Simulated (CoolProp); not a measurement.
Vapour-liquid equilibrium of m-xylene (1) + n-decane (2) at 459.3 K; x and y are mole fractions of (1).

The numbers come from the multi-fluid Helmholtz-energy mixture model, Zhou 2012 and Lemmon 2006; pair parameters Bell 2016 in CoolProp.

| x | bubble pressure, mixture model (bar) | bubble pressure, Raoult's law (bar) | y, mixture model | y, Raoult's law |
|---|---|---|---|---|
| 0.05 | … | 1.449 | 0.105 | 0.107 |
| 0.15 | 1.632 | 1.622 | 0.277 | 0.286 |
| 0.25 | … | 1.795 | … | 0.431 |
| 0.35 | 1.975 | 1.968 | … | 0.550 |
| 0.45 | 2.144 | 2.141 | 0.630 | 0.650 |
| 0.55 | 2.313 | 2.314 | 0.716 | 0.735 |
| 0.65 | 2.483 | 2.487 | … | 0.808 |
| 0.75 | … | 2.659 | 0.860 | 0.872 |
| 0.85 | 2.828 | 2.832 | 0.920 | 0.928 |
| 0.95 | 3.003 | 3.005 | 0.975 | 0.977 |

Question: Fill in the missing entries.

Answer: 
- 0.05, bubble pressure, mixture model (bar): 1.454
- 0.25, bubble pressure, mixture model (bar): 1.805
- 0.25, y, mixture model: 0.416
- 0.35, y, mixture model: 0.532
- 0.65, y, mixture model: 0.792
- 0.75, bubble pressure, mixture model (bar): 2.654

The largest gap from Raoult's law is +0.6 % in bubble pressure, at x = 0.15. No azeotrope shows between x = 0.05 and 0.95.

Pair parameters are fitted to limited data, so mixtures are less certain than the pure fluids.
